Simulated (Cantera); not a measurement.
Transport properties of process gases

Gas mixture: CH4 : C2H6 = 0.69 : 0.81 (molar parts), at 100000 Pa, frozen composition.

Cantera's kinetic-theory transport with the Lennard-Jones parameters of GRI-Mech 3.0, ideal gas; thermal conductivity in the mixture-averaged form. The composition is frozen, though it would react at the higher temperatures.

```tsv
T (K)	ρ (kg/m³)	cp (J/kg/K)	μ (µPa s)	λ (mW/m/K)	Pr	D (cm²/s) CO2	D (cm²/s) N2	D (cm²/s) CH4
400	0.710	2279	13.2	41.9	0.716	0.227	0.299	0.273
550	0.516	2881	17.1	68.1	0.724	0.406	0.523	0.484
700	0.406	3417	20.6	96.5	0.729	0.625	0.791	0.739
850	0.334	3850	23.7	126	0.728	0.878	1.10	1.03
1000	0.284	4239	26.6	154	0.731	1.16	1.45	1.37
1150	0.247	4552	29.4	183	0.731	1.48	1.83	1.73
1300	0.219	4814	31.9	210	0.730	1.82	2.25	2.13
1450	0.196	5033	34.4	237	0.729	2.19	2.70	2.56
```
D: mixture-averaged diffusion coefficient of that species in the mixture.
